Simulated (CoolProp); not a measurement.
Vapour pressure (MPa) of dimethyl carbonate: the reference equation beside estimates from Tc = 557.0 K, pc = 4.909 MPa, ω = 0.346. Clausius-Clapeyron is anchored at 323.5 K with a constant enthalpy of vaporisation of 36.25 kJ/mol.

The numbers come from the reference Helmholtz-energy equation of state, Zhou 2011 in CoolProp.

| T (K) | reference | Lee-Kesler | Clausius-Clapeyron | Redlich-Kwong | Soave-Redlich-Kwong | Peng-Robinson |
|---|---|---|---|---|---|---|
| 323.5 | 0.02361 | 0.02233 | 0.02361 | 0.07082 | 0.02261 | 0.02346 |
| 330.3 | 0.03122 | 0.02973 | 0.03116 | 0.08876 | 0.03004 | 0.03099 |
| 337 | 0.04056 | ? | 0.04052 | 0.1097 | 0.03921 | 0.04025 |
| 343.8 | 0.05225 | 0.05044 | 0.05233 | 0.1345 | 0.05075 | 0.05184 |
| 350.6 | 0.06652 | 0.06462 | 0.06693 | 0.1634 | 0.06491 | 0.06602 |
| 357.3 | 0.08349 | 0.08158 | 0.08451 | 0.1962 | 0.08183 | 0.08290 |
| 364.1 | 0.1041 | 0.1023 | ? | 0.2342 | 0.1025 | 0.1034 |
| 370.8 | 0.1281 | 0.1265 | 0.1318 | 0.2768 | 0.1266 | 0.1274 |
| 377.6 | 0.1568 | 0.1556 | 0.1629 | ? | 0.1556 | 0.1561 |
| 384.4 | 0.1903 | 0.1897 | 0.1998 | 0.3803 | 0.1896 | 0.1897 |
| 391.1 | 0.2285 | 0.2287 | 0.2426 | 0.4405 | 0.2285 | 0.2281 |
| 397.9 | 0.2731 | 0.2744 | 0.2936 | ? | 0.2742 | 0.2731 |
| 404.7 | 0.3242 | 0.3268 | 0.3529 | 0.5833 | 0.3266 | 0.3247 |

Problem. Fill in the missing entries.

Solution. 
- 337, Lee-Kesler: 0.03889
- 364.1, Clausius-Clapeyron: 0.1061
- 377.6, Redlich-Kwong: 0.3255
- 397.9, Redlich-Kwong: 0.5083

Absolute difference from the reference over all 13 rows, mean and median: Lee-Kesler 2.2 and 1.7 %, Clausius-Clapeyron 3.0 and 1.9 %, Redlich-Kwong 130.8 and 125.0 %, Soave-Redlich-Kwong 1.8 and 1.5 %, Peng-Robinson 0.5 and 0.6 %.
